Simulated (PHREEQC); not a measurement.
A solution holds 0.073 mol HF, 3.2e-05 mol NH4HF2 and 4.9e-05 mol H2SiF6 per kg of water, at 20 °C. Closed to the air; pH follows from the charge balance.

All values are PHREEQC results (ion-association model, phreeqc.dat), not measurements.

### Question
The ionic strength comes out as 0.00838 mol/kgw. What activity coefficients do SiF6-2, F-, HF2-, H+, NH4+ get?

### Answer
SiF6-2 0.69, F- 0.91, HF2- 0.91, H+ 0.92, NH4+ 0.91.

No solid was allowed to form. Species that the database lacks are ignored. SiF6-2 is the database's only silicon fluoride.
